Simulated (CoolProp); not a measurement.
Model: reference Helmholtz-energy equation of state, Lemmon 2006, in CoolProp. It is a short technical equation, of lower accuracy than the large ones.

For isohexane, give the phase and the cv (kJ/(kg K)), fugacity coefficient at 30.45 °C and 2.31 bar; 30.45 °C and 18.8 bar.


- 30.45 °C and 2.31 bar: liquid; cv 1.75, fugacity coefficient 0.151
- 30.45 °C and 18.8 bar: liquid; cv 1.75, fugacity coefficient 0.0202
